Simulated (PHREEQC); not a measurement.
**Hard or scaling water (model solution)**

Solution (25 °C): 0.01 mol/kgw CaSO4, 0.085 mol/kgw Na2HPO4 and 0.0005 mol/kgw NaCl. Closed to the air; pH follows from the charge balance.

All values are PHREEQC results (ion-association model, phreeqc.dat), not measurements.

Each row changes one thing in this solution. Precipitation was switched off in this run.

```csv
case,pH,ionic strength (mol/kgw),Na+ (mol/kgw),HPO4-2 (mol/kgw),NaHPO4- (mol/kgw),H2PO4- (mol/kgw),SI of Halite (NaCl)
as made,8.18,0.244,0.163,0.0682,0.00604,0.00273,-5.95
diluted 100-fold with water,8.65,0.00278,0.00170,0.000787,2.08e-6,2.41e-5,-9.69
0.0021 mol/kgw KCl added,8.18,0.246,0.163,0.0681,0.00602,0.00273,-5.23
CaSO4 from 0.01 to 0.001 mol/kgw,8.79,0.241,0.164,0.0764,0.00683,0.000762,-5.94
temperature from 25 to 40 °C,8.10,0.243,0.163,0.0678,0.00583,0.00299,-5.96
CaSO4 left out,9.14,0.242,0.164,0.0774,0.00692,0.000339,-5.94
Na2HPO4 from 0.085 to 0.017 mol/kgw,7.95,0.0638,0.0336,0.0105,0.000296,0.00102,-6.53
```

Complexes and solids missing from the database can't appear. Some of these states are supersaturated (in Hydroxyapatite, for instance). Constants without temperature data keep their 25 °C values here.
